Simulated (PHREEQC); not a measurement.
Solution (35 °C): 4.5 mmol/kgw KOH, 0.0002 mmol/kgw H4SiO4 and 0.089 mmol/kgw K3PO4. It is in equilibrium with CO2 at log p = -2 (atm). Otherwise closed; pH follows from the charge balance.

Model: ion-association model, phreeqc.dat, run in PHREEQC.

Each row changes one thing in this solution. Precipitation was switched off in this run.

```tsv
case	pH	ionic strength (mol/kgw)	HCO3- (mol/kgw)	CO2 (mol/kgw)	HPO4-2 (mol/kgw)	H2PO4- (mol/kgw)
as made	7.52	0.00484	0.00459	0.000265	6.46e-5	2.39e-5
H4SiO4 from 2e-07 to 2e-08 mol/kgw	7.52	0.00484	0.00459	0.000265	6.46e-5	2.39e-5
diluted 5-fold with water	…	0.000960	0.000929	0.000265	5.96e-6	1.18e-5
0.00021 mol/kgw Na2SO4 added	…	0.00546	0.00459	0.000265	6.47e-5	2.38e-5
temperature from 35 to 5 °C	…	0.00482	0.00462	0.000642	5.32e-5	3.55e-5
H4SiO4 left out	7.52	0.00484	0.00459	0.000265	6.46e-5	2.39e-5
```

### Question
What belongs in the gaps?

### Answer

- diluted 5-fold with water, pH: 6.84
- 0.00021 mol/kgw Na2SO4 added, pH: 7.51
- temperature from 35 to 5 °C, pH: 7.34

Constants without temperature data keep their 25 °C values here.
